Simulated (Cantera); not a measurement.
Cantera run:

```python
import numpy as np
import cantera as ct

gas_names = [...]  # 109 gases of nasa_gas.yaml made of C, Cl, H, Si
cond_names = """
    C(gr) C6H6(L) C7H8(L) C8H18(L),n-octa Si(cr) Si(L) SiC(b)
""".split()


# ... load() reads the species with a 1 bar reference pressure and builds the phases ...
atoms = {
    'SiHCl3': {'Si': 1, 'H': 1, 'CL': 3},
    'C2H2': {'C': 2, 'H': 2},
    'H2': {'H': 2},
    'CH4': {'C': 1, 'H': 4},
}
top_T = {'C(gr)': 4500, 'SiC(b)': 3050}  # K; cautious upper limits of use, not melting points


# ... equilibrate(T, P, feed) seeds the gas with the atoms and calls Mixture.equilibrate('TP', solver="gibbs", rtol=1e-10, max_steps=50000) ...
results = []
T = 2150  # K
P = 53000  # Pa
for m in [160, 240, 310, 380, 450, 530, 600, 670]:
    feed = {'SiHCl3': 1, 'C2H2': 0.2, 'H2': m, 'CH4': 0.19}  # mol
    mix = equilibrate(T, P, feed)
    results.append((T, P, feed, dict(zip(mix.species_names, mix.species_moles))))

top = {s: max(r[3][s] / sum(r[3][g] for g in gas_names) for r in results) for s in gas_names}
cols = sorted((s for s in top if top[s] > 0.0001), key=lambda s: -top[s])[:6]
seen = [c for c in cond_names if any(r[3].get(c, 0) > 1e-12 for r in results)]
print("log10 of partial pressures in bar; condensed amounts in mol")
print(f"{'n(H2)':>10s}" + "".join(f"{s[:9]:>10s}" for s in cols + seen))
for T, P, feed, n in results:
    ng = sum(n[g] for g in gas_names)
    print(f"{feed['H2']:10.4g}" + "".join(f"{np.log10(max(n[s] / ng * P / 1e5, 1e-99)):10.3f}" for s in cols)
          + "".join(f"{n.get(c, 0):10.4g}" for c in seen))
```

Result:

```
log10 of partial pressures in bar; condensed amounts in mol
     n(H2)        H2       HCL         H     SiCL2        Si      SiH2     Si(L)    SiC(b)
       160    -0.286    -2.045    -2.518    -3.495    -3.649    -3.916     0.169    0.5788
       240    -0.284    -2.209    -2.517    -3.827    -3.649    -3.914    0.1349    0.5732
       310    -0.283    -2.315    -2.516    -4.040    -3.649    -3.912   0.09331    0.5683
       380    -0.282    -2.400    -2.516    -4.210    -3.649    -3.912   0.04672    0.5635
       450    -0.281    -2.471    -2.516    -4.355    -3.651    -3.914         0    0.5584
       530    -0.281    -2.539    -2.515    -4.539    -3.699    -3.961         0    0.5486
       600    -0.281    -2.591    -2.515    -4.680    -3.736    -3.997         0    0.5386
       670    -0.280    -2.637    -2.515    -4.804    -3.767    -4.028         0    0.5273
```

Cantera equilibrium calculation (NASA polynomials, part measured and part estimated; ideal gas, pure solids and liquids). Mutual solubility and eutectic melting of coexisting phases are not modelled. The tables' values for SiCl are old estimates; treat these amounts as uncertain. Gases not in the tables: Si2H6 and higher silanes.
